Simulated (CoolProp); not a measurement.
Values from CoolProp's reference Helmholtz-energy equation of state, McLinden 2015.

Give the vapour pressure (MPa), vapour density (kg/m³), liquid cp (kJ/(kg K)) of saturated the fluoroketone C6F12O (FK-5-1-12) at 389, 417.9 K.


```csv
T (K),p (MPa),vapour density (kg/m³),liquid cp (kJ/(kg K))
389,0.649,83.6,1.24
417.9,1.19,177,1.42
```
